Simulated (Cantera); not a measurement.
A perfectly stirred reactor is fed with 63.7 % NO, 36.3 % N₂, at 0.0355 atm; it is held at 1898 K, and followed from long to short residence time.

Computed with Cantera and GRI-Mech 3.0 (53 species, 325 reactions). Radical loss at walls, strong at low pressure, is not modelled.

**Question.** Predict: x(NO) at τ = 4.10 s; x(N₂O) at τ = 4.10 s; x(O) at τ = 4.10 s; x(NO₂) at τ = 4.10 s; x(N₂) at τ = 4.10 s; x(NO) at τ = 0.200 s; x(N₂O) at τ = 0.200 s; x(O) at τ = 0.200 s; x(NO₂) at τ = 0.200 s; x(N₂) at τ = 0.200 s.

**Answer.** 
| Item | Result |
|---|---|
| x(NO) at τ = 4.10 s | 0.540 |
| x(N₂O) at τ = 4.10 s | 9.84e-5 |
| x(O) at τ = 4.10 s | 0.000394 |
| x(NO₂) at τ = 4.10 s | 9.91e-5 |
| x(N₂) at τ = 4.10 s | 0.412 |
| x(NO) at τ = 0.200 s | 0.632 |
| x(N₂O) at τ = 0.200 s | 0.000140 |
| x(O) at τ = 0.200 s | 0.000192 |
| x(NO₂) at τ = 0.200 s | 4.13e-5 |
| x(N₂) at τ = 0.200 s | 0.365 |
